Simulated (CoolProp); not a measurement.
Computed with CoolProp (reference Helmholtz-energy equation of state, de Reuck 1990).

Problem. For fluorine, give the phase and the expansivity (1/kK), fugacity coefficient at 99.9 K and 74.6 bar; 165.7 K and 74.6 bar.

Solution. 
- 99.9 K and 74.6 bar: liquid; expansivity 5.15, fugacity coefficient 0.0655
- 165.7 K and 74.6 bar: supercritical; expansivity 25.9, fugacity coefficient 0.710
